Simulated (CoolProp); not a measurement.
Properties of R410A at several states.

Values from CoolProp's reference Helmholtz-energy equation of state, Lemmon 2003. It is a pseudo-pure fit of the blend.

```json
[
 {"T (K)": "321.8", "p (MPa)": "0.263", "phase": "gas", "density (kg/m³)": "7.325", "Joule-Thomson coefficient (K/MPa)": "15.48", "isothermal compressibility (1/MPa)": "3.905", "viscosity (µPa s)": "14.0", "Prandtl number": "0.803"},
 {"T (K)": "429.5", "p (MPa)": "0.0299", "phase": "gas", "density (kg/m³)": "0.6084", "Joule-Thomson coefficient (K/MPa)": "6.281", "isothermal compressibility (1/MPa)": "33.48", "viscosity (µPa s)": "18.5", "Prandtl number": "0.809"},
 {"T (K)": "463", "p (MPa)": "0.0252", "phase": "gas", "density (kg/m³)": "0.4755", "Joule-Thomson coefficient (K/MPa)": "5.064", "isothermal compressibility (1/MPa)": "39.71", "viscosity (µPa s)": "19.8", "Prandtl number": "0.817"}
]
```

Viscosity comes from a separate model (Geller 2000). Thermal conductivity comes from a separate model (Geller 2001).
